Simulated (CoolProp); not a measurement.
Vapour-liquid equilibrium of toluene (1) + n-nonane (2) at 0.0364 MPa; x and y are mole fractions of (1).

Computed with CoolProp (multi-fluid Helmholtz-energy mixture model, Lemmon 2006 and Lemmon 2006; pair parameters Bell 2016).

| x | bubble temperature, mixture model (°C) | bubble temperature, Raoult's law (°C) | y, mixture model | y, Raoult's law |
|---|---|---|---|---|
| 0.05 | 111.5 | 112.6 | 0.177 | 0.147 |
| 0.125 | 105.7 | 108.2 | ? | 0.325 |
| 0.2 | 101.0 | 104.2 | 0.512 | 0.463 |
| 0.275 | ? | 100.6 | 0.612 | 0.571 |
| 0.35 | 93.7 | 97.4 | 0.687 | 0.659 |
| 0.425 | 91.0 | 94.4 | 0.745 | 0.729 |
| 0.5 | 88.7 | 91.7 | 0.792 | 0.788 |
| 0.575 | 86.6 | 89.2 | 0.830 | 0.836 |
| 0.65 | ? | 86.9 | 0.864 | 0.877 |
| 0.725 | ? | 84.8 | ? | 0.911 |
| 0.8 | 81.7 | 82.8 | 0.924 | 0.940 |
| 0.875 | 80.3 | 80.9 | 0.952 | 0.965 |
| 0.95 | 79.0 | 79.2 | 0.980 | 0.987 |

### Question
Fill in the missing entries.

### Answer

- 0.125, y, mixture model: 0.373
- 0.275, bubble temperature, mixture model (°C): 97.0
- 0.65, bubble temperature, mixture model (°C): 84.9
- 0.725, bubble temperature, mixture model (°C): 83.2
- 0.725, y, mixture model: 0.895

The largest gap from Raoult's law is -3.7 K in bubble temperature, at x = 0.35. No azeotrope shows between x = 0.05 and 0.95.

The pair parameters rest on a limited set of measurements; away from them the model extrapolates.
